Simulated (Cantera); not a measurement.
A closed system holds: 1 mol C, 0.4 mol O2, 0.18 mol N2, equilibrated at 1 atm.

These are equilibrium values from Cantera (NASA tables, ideal gas, pure condensed phases), not measurements of a reactor. Candidate condensed phases: C; 24 gas species. Equilibrium is a limit: real reactors are often held back by kinetics, nucleation or transport.

Over these rows the condensed part is C(graphite). Partial pressures as log10 of bar:

```csv
T (K),1000/T (1/K),log p CO,log p CO2,log p N2
625,1.6000,-2.66,-0.16,-0.50
650,1.5385,-2.38,-0.16,-0.50
675,1.4815,?,-0.16,-0.50
700,1.4286,-1.88,-0.16,-0.51
725,1.3793,-1.66,-0.17,-0.51
750,1.3333,-1.46,-0.17,-0.51
```

Q: Fit log p(CO) = a + b·(1000/T) to the five rows, give the apparent enthalpy, and predict the row at 675 K.

A: Means: 1000/T = 1.4559, log p = -2.008. Sxy = -0.222016, Sxx = 0.0492312, so b = -4.51 and a = -2.008 − (-4.51)×1.4559 = 4.56.
Apparent enthalpy: −19.145 × (-4.51) = 86 kJ/mol. With the condensed phases at unit activity, 1/2 C(graphite) + 1/2 CO2(g) = CO(g) links this pressure to the main gases: over the six rows their terms move log p by -0.01 in all, so the slope is close to that reaction's ΔH°. The five rows lie within 0.01 of the line.
Prediction at 675 K: 4.56 + (-4.51)×1.4815 = -2.12. The computed value is -2.12, 0.00 from the line.
